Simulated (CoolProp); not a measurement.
Properties of C3F8 (R218) along the isotherm 218.4 K.

Computed with CoolProp (reference Helmholtz-energy equation of state, Lemmon 2006). It is a short technical equation, of lower accuracy than the large ones.

| p (MPa) | phase | Z | cp (kJ/(kg K)) |
|---|---|---|---|
| 0.825 | liquid | ___ | 0.9352 |
| 1.65 | liquid | 0.1013 | 0.9336 |
| 2.48 | liquid | ___ | 0.9321 |
| 3.3 | liquid | ___ | 0.9307 |
| 4.13 | liquid | 0.2524 | 0.9293 |
| 4.95 | liquid | ___ | ___ |
| 5.78 | liquid | ___ | ___ |
| 6.6 | liquid | 0.4013 | ___ |

Question: What belongs in the gaps?

Answer: 
- 0.825, Z: 0.05076
- 2.48, Z: 0.1521
- 3.3, Z: 0.2020
- 4.95, Z: 0.3020
- 4.95, cp (kJ/(kg K)): 0.9280
- 5.78, Z: 0.3520
- 5.78, cp (kJ/(kg K)): 0.9268
- 6.6, cp (kJ/(kg K)): 0.9256
